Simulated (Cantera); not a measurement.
**Reactions in the system B-Cl-F**

Standard-state values (1 bar) from the NASA 1993 polynomials, evaluated with Cantera. Values are per mole of reaction as written; species without (g) are pure solids or liquids, kept so even where they would boil at 1 bar.

3 Cl₂(g) + 2 BF₃(g) = 2 BCl₃(g) + 3 F₂(g)

```
T (K)  ΔH° (kJ)  ΔS° (J/K)  ΔG° (kJ)  log10 K
-----  --------  ---------  --------  -------
450      1467.7       16.9    1460.0  -169.47
525      1468.7       19.0    1458.7  -145.13
600      1469.6       20.7    1457.2  -126.86
675      1470.5       22.0    1455.6  -112.64
750      1471.2       23.1    1453.9  -101.26
825      1471.9       24.0    1452.1   -91.94
900      1472.5       24.7    1450.3   -84.17
```

2 BF₃(g) + 6 Cl(g) = 2 BCl₃(g) + 3 F₂(g)

```tsv
T (K)	ΔH° (kJ)	ΔS° (J/K)	ΔG° (kJ)	log10 K
450	735.5	-316.8	878.0	-101.92
525	734.4	-319.1	901.9	-89.73
600	733.2	-321.1	925.9	-80.61
675	732.1	-322.9	950.1	-73.52
750	731.0	-324.5	974.3	-67.86
825	729.8	-325.9	998.7	-63.23
900	728.7	-327.2	1023.2	-59.38
```

2 BCl₃(g) + 6 F(g) = 2 BF₃(g) + 3 Cl₂(g)

```tsv
T (K)	ΔH° (kJ)	ΔS° (J/K)	ΔG° (kJ)	log10 K
450	-1949.7	-376.8	-1780.2	206.63
525	-1953.0	-383.6	-1751.7	174.28
600	-1956.0	-388.9	-1722.7	149.97
675	-1958.6	-393.0	-1693.4	131.04
750	-1961.0	-396.4	-1663.8	115.87
825	-1963.2	-399.1	-1633.9	103.45
900	-1965.2	-401.5	-1603.9	93.09
```
